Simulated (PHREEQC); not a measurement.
A column of 1 m (40 cells, dispersivity 0.08 m, 60 s a shift, diffusion coefficient 3e-10 m²/s) holds 0.069 eq of the database's cation exchanger X per kg of pore water, first in equilibrium with 0.00058 mol CuCl2, 0.024 mol SrCl2, 0.02 mol CaCl2 and 1e-05 mol HCl per kg of water. It is flushed with 0.038 mol LiCl and 1e-05 mol HCl per kg of water, at 25 °C. Values are for the last cell. The system is closed to CO2. Precipitation was switched off in this run.

Equilibrium calculation in PHREEQC: ion-association model, phreeqc.dat.

```json
[
 {"pore volumes": "0", "Li in solution (mol/kgw)": "0", "Cu in solution (mol/kgw)": "0.000580", "Ca in solution (mol/kgw)": "0.0200", "Sr in solution (mol/kgw)": "0.0240", "Cl in solution (mol/kgw)": "0.0892", "CuX2 on the exchanger (mol/kgw)": "0.000226"},
 {"pore volumes": "0.4125", "Li in solution (mol/kgw)": "0.000251", "Cu in solution (mol/kgw)": "0.000573", "Ca in solution (mol/kgw)": "0.0198", "Sr in solution (mol/kgw)": "0.0237", "Cl in solution (mol/kgw)": "0.0884", "CuX2 on the exchanger (mol/kgw)": "0.000226"},
 {"pore volumes": "0.6125", "Li in solution (mol/kgw)": "0.00299", "Cu in solution (mol/kgw)": "0.000511", "Ca in solution (mol/kgw)": "0.0178", "Sr in solution (mol/kgw)": "0.0213", "Cl in solution (mol/kgw)": "0.0822", "CuX2 on the exchanger (mol/kgw)": "0.000224"},
 {"pore volumes": "1.012", "Li in solution (mol/kgw)": "0.0151", "Cu in solution (mol/kgw)": "0.000275", "Ca in solution (mol/kgw)": "0.00984", "Sr in solution (mol/kgw)": "0.0119", "Cl in solution (mol/kgw)": "0.0591", "CuX2 on the exchanger (mol/kgw)": "0.000214"},
 {"pore volumes": "1.212", "Li in solution (mol/kgw)": "0.0201", "Cu in solution (mol/kgw)": "0.000186", "Ca in solution (mol/kgw)": "0.00679", "Sr in solution (mol/kgw)": "0.00825", "Cl in solution (mol/kgw)": "0.0505", "CuX2 on the exchanger (mol/kgw)": "0.000207"},
 {"pore volumes": "1.613", "Li in solution (mol/kgw)": "0.0262", "Cu in solution (mol/kgw)": "9.19e-5", "Ca in solution (mol/kgw)": "0.00347", "Sr in solution (mol/kgw)": "0.00426", "Cl in solution (mol/kgw)": "0.0418", "CuX2 on the exchanger (mol/kgw)": "0.000192"},
 {"pore volumes": "1.812", "Li in solution (mol/kgw)": "0.0280", "Cu in solution (mol/kgw)": "6.92e-5", "Ca in solution (mol/kgw)": "0.00266", "Sr in solution (mol/kgw)": "0.00329", "Cl in solution (mol/kgw)": "0.0400", "CuX2 on the exchanger (mol/kgw)": "0.000184"},
 {"pore volumes": "2.212", "Li in solution (mol/kgw)": "0.0305", "Cu in solution (mol/kgw)": "4.47e-5", "Ca in solution (mol/kgw)": "0.00177", "Sr in solution (mol/kgw)": "0.00221", "Cl in solution (mol/kgw)": "0.0386", "CuX2 on the exchanger (mol/kgw)": "0.000171"},
 {"pore volumes": "2.612", "Li in solution (mol/kgw)": "0.0321", "Cu in solution (mol/kgw)": "3.24e-5", "Ca in solution (mol/kgw)": "0.00132", "Sr in solution (mol/kgw)": "0.00166", "Cl in solution (mol/kgw)": "0.0382", "CuX2 on the exchanger (mol/kgw)": "0.000161"},
 {"pore volumes": "2.812", "Li in solution (mol/kgw)": "0.0327", "Cu in solution (mol/kgw)": "2.85e-5", "Ca in solution (mol/kgw)": "0.00117", "Sr in solution (mol/kgw)": "0.00148", "Cl in solution (mol/kgw)": "0.0381", "CuX2 on the exchanger (mol/kgw)": "0.000156"},
 {"pore volumes": "3.212", "Li in solution (mol/kgw)": "0.0336", "Cu in solution (mol/kgw)": "2.28e-5", "Ca in solution (mol/kgw)": "0.000960", "Sr in solution (mol/kgw)": "0.00122", "Cl in solution (mol/kgw)": "0.0380", "CuX2 on the exchanger (mol/kgw)": "0.000148"},
 {"pore volumes": "3.413", "Li in solution (mol/kgw)": "0.0340", "Cu in solution (mol/kgw)": "2.07e-5", "Ca in solution (mol/kgw)": "0.000881", "Sr in solution (mol/kgw)": "0.00113", "Cl in solution (mol/kgw)": "0.0380", "CuX2 on the exchanger (mol/kgw)": "0.000144"},
 {"pore volumes": "3.812", "Li in solution (mol/kgw)": "0.0345", "Cu in solution (mol/kgw)": "1.74e-5", "Ca in solution (mol/kgw)": "0.000758", "Sr in solution (mol/kgw)": "0.000975", "Cl in solution (mol/kgw)": "0.0380", "CuX2 on the exchanger (mol/kgw)": "0.000138"},
 {"pore volumes": "4.213", "Li in solution (mol/kgw)": "0.0349", "Cu in solution (mol/kgw)": "1.50e-5", "Ca in solution (mol/kgw)": "0.000665", "Sr in solution (mol/kgw)": "0.000861", "Cl in solution (mol/kgw)": "0.0380", "CuX2 on the exchanger (mol/kgw)": "0.000132"},
 {"pore volumes": "4.412", "Li in solution (mol/kgw)": "0.0351", "Cu in solution (mol/kgw)": "1.40e-5", "Ca in solution (mol/kgw)": "0.000627", "Sr in solution (mol/kgw)": "0.000814", "Cl in solution (mol/kgw)": "0.0380", "CuX2 on the exchanger (mol/kgw)": "0.000130"},
 {"pore volumes": "4.812", "Li in solution (mol/kgw)": "0.0354", "Cu in solution (mol/kgw)": "1.24e-5", "Ca in solution (mol/kgw)": "0.000564", "Sr in solution (mol/kgw)": "0.000736", "Cl in solution (mol/kgw)": "0.0380", "CuX2 on the exchanger (mol/kgw)": "0.000125"},
 {"pore volumes": "5.013", "Li in solution (mol/kgw)": "0.0355", "Cu in solution (mol/kgw)": "1.17e-5", "Ca in solution (mol/kgw)": "0.000537", "Sr in solution (mol/kgw)": "0.000702", "Cl in solution (mol/kgw)": "0.0380", "CuX2 on the exchanger (mol/kgw)": "0.000123"},
 {"pore volumes": "5.412", "Li in solution (mol/kgw)": "0.0357", "Cu in solution (mol/kgw)": "1.05e-5", "Ca in solution (mol/kgw)": "0.000490", "Sr in solution (mol/kgw)": "0.000644", "Cl in solution (mol/kgw)": "0.0380", "CuX2 on the exchanger (mol/kgw)": "0.000119"},
 {"pore volumes": "5.612", "Li in solution (mol/kgw)": "0.0358", "Cu in solution (mol/kgw)": "1.00e-5", "Ca in solution (mol/kgw)": "0.000470", "Sr in solution (mol/kgw)": "0.000619", "Cl in solution (mol/kgw)": "0.0380", "CuX2 on the exchanger (mol/kgw)": "0.000117"},
 {"pore volumes": "6.013", "Li in solution (mol/kgw)": "0.0360", "Cu in solution (mol/kgw)": "9.12e-6", "Ca in solution (mol/kgw)": "0.000435", "Sr in solution (mol/kgw)": "0.000575", "Cl in solution (mol/kgw)": "0.0380", "CuX2 on the exchanger (mol/kgw)": "0.000113"}
]
```
